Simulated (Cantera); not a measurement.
Charge: 1 mol NaI, 16 mol H2, at 748.15 K and 61.0 mbar.

Method: chemical equilibrium by Gibbs-energy minimisation in Cantera with the NASA 1993 tables (ideal gas, pure condensed phases). Candidate condensed phases: I2, Na, NaI; 9 gas species. Kinetics and transport are ignored.

Base state: H2 1.000 (mole fractions); condensed: NaI(s).

Problem. What changes in the equilibrium state with this change: NaI replaced by CaF2?

Solution. 
```csv
species,before,after
H2,1.000,1.00
"NaI(s), mol",1.000,0
"CaF2(s), mol",0,1.00
```
Further candidate phases: Ca, CaF2.

Problem. What changes in the equilibrium state with this change: NaI replaced by MgCl2?

Solution. 
```json
[
 {"species": "H2", "before": "1.000", "after": "1.00"},
 {"species": "NaI(s), mol", "before": "1.000", "after": "0"},
 {"species": "MgCl2(s), mol", "before": "0", "after": "1.000"}
]
```
Further candidate phases: Mg, MgCl2.
